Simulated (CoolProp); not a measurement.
Values from CoolProp's reference Helmholtz-energy equation of state, Thol 2016.

Q: For hexamethyldisiloxane (MM), give the phase and the Z, cv (kJ/(kg K)), speed of sound (m/s), isothermal compressibility (1/MPa) at 428.3 K and 22.3 bar.

A: 
- 428.3 K and 22.3 bar: liquid; Z 0.166, cv 1.87, speed of sound 475, isothermal compressibility 0.00879
